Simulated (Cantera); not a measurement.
A closed system holds: 1 mol SiHCl3, 0.44 mol N2, 60 mol H2, held at 195 Torr.

Method: chemical equilibrium by Gibbs-energy minimisation in Cantera with the NASA 1993 tables (ideal gas, pure condensed phases). Candidate condensed phases: NH4Cl, Si, Si3N4; 28 gas species. N2 is the only nitrogen source here; it is nearly inert below about 1500 K, so the nitride shown seldom forms there in practice. Mutual solubility and eutectic melting of coexisting phases are not modelled. The tables' values for SiCl3, SiCl are old estimates; treat these amounts as uncertain. Gases not in the tables: Si2H6 and higher silanes. Equilibrium is a limit: real reactors are often held back by kinetics, nucleation or transport.

x: gas mole fraction; n: condensed amount in mol.

```json
[
 {"T (°C)": "550", "x H2": "0.968", "x HCl": "0.0268", "x N2": "3.40e-7", "x SiCl4": "0.00528", "n Si3N4(s)": "0.220", "n Si(s)": "0", "n Si(l)": "0"},
 {"T (°C)": "650", "x H2": "0.967", "x HCl": "0.0272", "x N2": "1.85e-7", "x SiCl4": "0.00488", "n Si3N4(s)": "0.220", "n Si(s)": "0", "n Si(l)": "0"},
 {"T (°C)": "750", "x H2": "0.967", "x HCl": "0.0280", "x N2": "1.45e-7", "x SiCl4": "0.00418", "n Si3N4(s)": "0.220", "n Si(s)": "0", "n Si(l)": "0"},
 {"T (°C)": "850", "x H2": "0.965", "x HCl": "0.0293", "x N2": "1.79e-7", "x SiCl4": "0.00313", "n Si3N4(s)": "0.220", "n Si(s)": "0", "n Si(l)": "0"},
 {"T (°C)": "950", "x H2": "0.962", "x HCl": "0.0321", "x N2": "5.07e-7", "x SiCl4": "0.00169", "n Si3N4(s)": "0.220", "n Si(s)": "0", "n Si(l)": "0"},
 {"T (°C)": "1050", "x H2": "0.959", "x HCl": "0.0351", "x N2": "3.50e-6", "x SiCl4": "0.000531", "n Si3N4(s)": "0.220", "n Si(s)": "0", "n Si(l)": "0"},
 {"T (°C)": "1150", "x H2": "0.958", "x HCl": "0.0373", "x N2": "3.68e-5", "x SiCl4": "0.000116", "n Si3N4(s)": "0.219", "n Si(s)": "0.0239", "n Si(l)": "0"},
 {"T (°C)": "1250", "x H2": "0.957", "x HCl": "0.0377", "x N2": "?", "x SiCl4": "?", "n Si3N4(s)": "0.211", "n Si(s)": "?", "n Si(l)": "0"},
 {"T (°C)": "1350", "x H2": "0.955", "x HCl": "0.0375", "x N2": "0.00170", "x SiCl4": "6.64e-6", "n Si3N4(s)": "0.167", "n Si(s)": "0.167", "n Si(l)": "0"},
 {"T (°C)": "1450", "x H2": "0.950", "x HCl": "0.0375", "x N2": "0.00705", "x SiCl4": "?", "n Si3N4(s)": "0", "n Si(s)": "0", "n Si(l)": "0.672"},
 {"T (°C)": "1550", "x H2": "0.949", "x HCl": "0.0385", "x N2": "0.00704", "x SiCl4": "6.11e-7", "n Si3N4(s)": "0", "n Si(s)": "0", "n Si(l)": "0.699"},
 {"T (°C)": "1650", "x H2": "0.947", "x HCl": "0.0392", "x N2": "0.00704", "x SiCl4": "2.18e-7", "n Si3N4(s)": "0", "n Si(s)": "0", "n Si(l)": "0.717"},
 {"T (°C)": "1750", "x H2": "0.945", "x HCl": "0.0398", "x N2": "0.00703", "x SiCl4": "8.53e-8", "n Si3N4(s)": "0", "n Si(s)": "0", "n Si(l)": "0.720"}
]
```

**Question.** Some entries are withheld; supply them.

**Answer.** 
- 1250, x N2: 0.000285
- 1250, x SiCl4: 2.59e-5
- 1250, n Si(s): 0.0444
- 1450, x SiCl4: 1.91e-6
